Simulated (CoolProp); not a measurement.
C3F8 (R218) along the isobar 2990 kPa: fugacity coefficient from the reference equation and from simpler models built on Tc = 345.0 K, pc = 2640 kPa, ω = 0.317; each cubic takes its own stable root.

Computed with CoolProp (reference Helmholtz-energy equation of state, Lemmon 2006). It is a short technical equation, of lower accuracy than the large ones.

```
T (K)          phase  reference  van der Waals  Redlich-Kwong  Soave-Redlich-Kwong  Peng-Robinson
-----  -------------  ---------  -------------  -------------  -------------------  -------------
158.3         liquid  0.0001376        0.01870      0.0007114            0.0001393      0.0001536
189.6         liquid   0.002611        0.05783       0.008260             0.002617       0.002687
220.9         liquid    0.01843         0.1282        0.04011              0.01860        0.01840
252.2         liquid    0.07151         0.2301         0.1173              0.07289        0.07074
283.5         liquid     0.1878         0.3577         0.2491               0.1927         0.1856
314.8         liquid     0.3760         0.5005         0.4253               0.3854         0.3705
346.1  supercritical     0.6089         0.6421         0.6131               0.6145         0.5916
377.4  supercritical     0.7374         0.7321         0.7200               0.7381         0.7123
408.7  supercritical     0.8071         0.7843         0.7817               0.8096         0.7836
440    supercritical     0.8561         0.8231         0.8267               0.8610         0.8357
```
